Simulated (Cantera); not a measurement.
A perfectly stirred reactor is fed with CH3OH : O2 : N2 = 1 : 1.25 : 6.7 (molar parts), equivalence ratio 1.2, at 5.43 atm; it is adiabatic with a 523 K inlet, and is followed from long to short residence time, starting on the burning branch (τ in s: 0.39, 0.16, 0.067, 0.028, 0.012, 0.0048, 0.002, 0.00083, 0.00035, 0.00014, 6e-05, 2.5e-05, 1e-05).

Computed with Cantera and GRI-Mech 3.0 (53 species, 325 reactions). GRI-Mech 3.0 was tuned for natural gas; its chemistry of methanol as a main component is partial and can be far from experiment.

x: mole fraction; the columns are a selection and need not sum to one.

```json
[
 {"τ (s)": "0.39", "T (K)": "2017", "x CH3OH": "4.58e-7", "x O2": "2.72e-5", "x HO2": "1.14e-8", "x HCN": "8.86e-8", "x C2H": "<1e-12", "x CH2O": "4.60e-7", "x CO2": "0.0703"},
 {"τ (s)": "0.16", "T (K)": "2015", "x CH3OH": "[?]", "x O2": "[?]", "x HO2": "[?]", "x HCN": "[?]", "x C2H": "1.41e-12", "x CH2O": "[?]", "x CO2": "0.0702"},
 {"τ (s)": "0.067", "T (K)": "2013", "x CH3OH": "1.41e-6", "x O2": "8.76e-5", "x HO2": "6.65e-8", "x HCN": "1.31e-7", "x C2H": "1.68e-12", "x CH2O": "1.34e-6", "x CO2": "0.0702"},
 {"τ (s)": "0.028", "T (K)": "2010", "x CH3OH": "2.36e-6", "x O2": "0.000158", "x HO2": "1.62e-7", "x HCN": "1.58e-7", "x C2H": "1.99e-12", "x CH2O": "2.20e-6", "x CO2": "0.0700"},
 {"τ (s)": "0.012", "T (K)": "2005", "x CH3OH": "3.89e-6", "x O2": "0.000282", "x HO2": "3.68e-7", "x HCN": "2.04e-7", "x C2H": "2.72e-12", "x CH2O": "3.57e-6", "x CO2": "0.0699"},
 {"τ (s)": "0.0048", "T (K)": "1996", "x CH3OH": "6.73e-6", "x O2": "0.000529", "x HO2": "8.33e-7", "x HCN": "2.96e-7", "x C2H": "4.98e-12", "x CH2O": "6.11e-6", "x CO2": "0.0695"},
 {"τ (s)": "0.0020", "T (K)": "1984", "x CH3OH": "1.15e-5", "x O2": "0.000953", "x HO2": "1.70e-6", "x HCN": "4.58e-7", "x C2H": "1.16e-11", "x CH2O": "1.04e-5", "x CO2": "0.0689"},
 {"τ (s)": "0.00083", "T (K)": "1965", "x CH3OH": "2.03e-5", "x O2": "0.00168", "x HO2": "3.30e-6", "x HCN": "7.42e-7", "x C2H": "3.33e-11", "x CH2O": "1.80e-5", "x CO2": "0.0679"},
 {"τ (s)": "0.00035", "T (K)": "1938", "x CH3OH": "[?]", "x O2": "[?]", "x HO2": "[?]", "x HCN": "[?]", "x C2H": "1.07e-10", "x CH2O": "[?]", "x CO2": "0.0662"},
 {"τ (s)": "0.00014", "T (K)": "1898", "x CH3OH": "7.48e-5", "x O2": "0.00488", "x HO2": "1.20e-5", "x HCN": "1.91e-6", "x C2H": "3.93e-10", "x CH2O": "6.32e-5", "x CO2": "0.0632"},
 {"τ (s)": "6.0e-5", "T (K)": "1844", "x CH3OH": "0.000166", "x O2": "0.00838", "x HO2": "2.54e-5", "x HCN": "2.67e-6", "x C2H": "1.24e-9", "x CH2O": "0.000135", "x CO2": "0.0577"},
 {"τ (s)": "2.5e-5", "T (K)": "523", "x CH3OH": "0.112", "x O2": "0.140", "x HO2": "<1e-12", "x HCN": "<1e-12", "x C2H": "<1e-12", "x CH2O": "<1e-12", "x CO2": "<1e-12"},
 {"τ (s)": "1.0e-5", "T (K)": "523", "x CH3OH": "0.112", "x O2": "0.140", "x HO2": "<1e-12", "x HCN": "<1e-12", "x C2H": "<1e-12", "x CH2O": "<1e-12", "x CO2": "<1e-12"}
]
```

**Question.** Complete the blanks.

**Answer.** 
- 0.16, x CH3OH: 8.30e-7
- 0.16, x O2: 4.92e-5
- 0.16, x HO2: 2.72e-8
- 0.16, x HCN: 1.11e-7
- 0.16, x CH2O: 8.08e-7
- 0.00035, x CH3OH: 3.69e-5
- 0.00035, x O2: 0.00284
- 0.00035, x HO2: 6.12e-6
- 0.00035, x HCN: 1.20e-6
- 0.00035, x CH2O: 3.21e-5
